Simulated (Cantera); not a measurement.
Input: 1 mol Si, 2.9 mol Cl2, 9 mol H2, held at 1123 K and 2100000 Pa.

Equilibrium computed with Cantera from the NASA thermochemical tables; the gas is ideal and each condensed phase is pure. Candidate condensed phases: Si; 19 gas species. The tables' values for SiCl3 are old estimates; treat these amounts as uncertain. Equilibrium is a limit: real reactors are often held back by kinetics, nucleation or transport.

Base state: H2 0.737, HCl 0.172, SiCl4 0.0853, SiHCl3 0.00628, SiCl3 0.000113, SiH2Cl2 5.66e-5 (mole fractions); condensed: gas only.

### Question
What changes in the equilibrium state with this change: temperature from 1123 K to 1473 K?

### Answer
| species | before | after |
|---|---|---|
| H2 | 0.737 | 0.712 |
| HCl | 0.172 | 0.197 |
| SiCl4 | 0.0853 | 0.0618 |
| SiHCl3 | 0.00628 | 0.0210 |
| SiCl2 | 1.87e-6 | 0.00179 |
| SiH3Cl | 1.36e-7 | 1.74e-5 |
| SiCl3 | 0.000113 | 0.00568 |
| SiH2Cl2 | 5.66e-5 | 0.00112 |

### Question
What changes in the equilibrium state with this change: temperature from 1123 K to 998 K?

### Answer
| species | before | after |
|---|---|---|
| H2 | 0.737 | 0.740 |
| HCl | 0.172 | 0.168 |
| SiCl4 | 0.0853 | 0.0890 |
| SiCl3 | 0.000113 | 1.17e-5 |
| SiH2Cl2 | 5.66e-5 | 8.95e-6 |
